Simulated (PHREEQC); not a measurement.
Dissolve 0.0049 mol PbCl2 and 0.062 mol Na2SO4 per kg of water at 20 °C. Closed to the air; pH follows from the charge balance.

The numbers come from PHREEQC with the ion-association model, wateq4f.dat.

```
quantity                          before    after
-------------------------------  -------  -------
pH                                  5.75     6.28
ionic strength (mol/kgw)           0.169    0.168
HSO4- (mol/kgw)                  3.24e-6  1.02e-6
SI of Mirabilite (Na2SO4:10H2O)    -2.60    -2.57
```

### Question
What was changed between the two runs?
(A) PbCl2 from 0.0049 to 0.00049 mol/kgw
(B) PbCl2 left out
(C) PbCl2 from 0.0049 to 0.00539 mol/kgw
(D) PbCl2 from 0.0049 to 0.00245 mol/kgw

### Answer
A, PbCl2 from 0.0049 to 0.00049 mol/kgw

This is a speciation only: nothing precipitates in the calculation. Some of these states are supersaturated (in Anglesite, Larnakite, for instance).
